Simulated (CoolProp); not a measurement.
A simple Rankine cycle with R21: condensing at 316.15 K, boiler at 4.54 MPa, turbine inlet 448 K, turbine efficiency 0.85, pump efficiency 0.6, no recuperator. Each further row changes one setting.

The numbers come from the reference Helmholtz-energy equation of state, Platzer 1990 in CoolProp. This equation is an older, rougher fit; its heat capacities, sound speeds and derivatives of the liquid may be far off and weren't checked against measurements.

```tsv
case	thermal efficiency (%)	net work (kJ/kg)	heat in (kJ/kg)	turbine exit temperature (K)	volume ratio over the turbine
as stated	17.3	42.6	246	316.1	15.9
turbine inlet 468 K	18.3	?	?	324.2	?
condensing temperature 308.15 K	18.4	46.9	254	308.2	20.0
boiler pressure 3.18 MPa	16.8	?	?	331.4	9.24
turbine efficiency 0.75	15.0	36.9	246	316.1	16.3
```

Question: Complete the blanks.

Answer: 
- turbine inlet 468 K, net work (kJ/kg): 50.3
- turbine inlet 468 K, heat in (kJ/kg): 275
- turbine inlet 468 K, volume ratio over the turbine: 13.8
- boiler pressure 3.18 MPa, net work (kJ/kg): 46.5
- boiler pressure 3.18 MPa, heat in (kJ/kg): 276

The expansion ends wet for: as stated; condensing temperature 308.15 K; turbine efficiency 0.75.
